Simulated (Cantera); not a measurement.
An isothermal, constant-pressure homogeneous reactor starts with 3.23 % C₂H₆, 96.8 % N₂, at 1150 K and 1.00 bar.

Computed with Cantera and GRI-Mech 3.0 (53 species, 325 reactions). GRI-Mech 3.0 stops at C3 and has no aromatics, soot or wall deposition, so with more carbon than oxygen in the feed, carbon stays in small species such as C2H2 where larger ones or solid carbon would form.

x: mole fraction; the columns are a selection and need not sum to one.

| t (s) | x C₂H₆ | x H₂ | x CH₃ | x C₂H | x H | x CH₄ |
|---|---|---|---|---|---|---|
| 5.00e-5 | 0.0323 | 6.17e-8 | 6.57e-7 | <1e-12 | 3.89e-9 | 7.73e-8 |
| 0.000170 | 0.0323 | 2.15e-6 | 1.72e-6 | <1e-12 | 3.78e-8 | 7.50e-7 |
| 0.000576 | 0.0322 | … | … | <1e-12 | … | … |
| 0.00196 | 0.0316 | 0.000552 | 5.87e-6 | <1e-12 | 4.69e-7 | 3.67e-5 |
| 0.00665 | 0.0294 | 0.00262 | 5.91e-6 | <1e-12 | 5.12e-7 | 0.000174 |
| 0.0226 | 0.0224 | 0.00904 | 4.90e-6 | 1.29e-12 | 5.73e-7 | 0.000645 |
| 0.0766 | … | … | … | 4.22e-12 | … | … |
| 0.260 | 0.000889 | 0.0319 | 7.16e-7 | 5.22e-12 | 3.32e-7 | 0.00296 |
| 0.884 | 0.000221 | 0.0356 | 3.52e-7 | 4.53e-12 | 1.82e-7 | 0.00340 |
| 3.00 | 0.000177 | 0.0389 | 3.51e-7 | 5.70e-12 | 1.67e-7 | 0.00411 |

What belongs in the gaps?


- 0.000576, x H₂: 5.25e-5
- 0.000576, x CH₃: 3.21e-6
- 0.000576, x H: 2.26e-7
- 0.000576, x CH₄: 5.52e-6
- 0.0766, x C₂H₆: 0.00832
- 0.0766, x H₂: 0.0227
- 0.0766, x CH₃: 2.61e-6
- 0.0766, x H: 6.28e-7
- 0.0766, x CH₄: 0.00188
